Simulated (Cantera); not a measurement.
Charge: 1 mol CF₄, 0.027 mol F₂, at 100 Torr.

Equilibrium computed with Cantera from the NASA thermochemical tables; the gas is ideal and each condensed phase is pure. Candidate condensed phases: C; 23 gas species. Ions and electrons are included (thermal ionisation). Gases not in the tables: C₂F₆ and larger saturated fluorocarbons. Kinetics and transport are ignored.

x: gas mole fraction; nothing condenses.

```tsv
T (K)	x F	x CF₂	x C	x CF	x C₃	x C₂
3000	0.690	0.251	0.000249	0.0523	0.000657	0.000102
3500	0.815	?	?	?	?	?
4000	0.833	0.00192	0.0673	0.0631	0.0189	0.0161
4500	0.811	?	?	?	?	?
5000	0.804	7.24e-6	0.187	0.00574	0.000126	0.00311
```

### Question
Complete the blanks.

### Answer

- 3500, x CF₂: 0.0313
- 3500, x C: 0.0109
- 3500, x CF: 0.111
- 3500, x C₃: 0.0255
- 3500, x C₂: 0.00586
- 4500, x CF₂: 0.000111
- 4500, x C: 0.154
- 4500, x CF: 0.0215
- 4500, x C₃: 0.00256
- 4500, x C₂: 0.0109
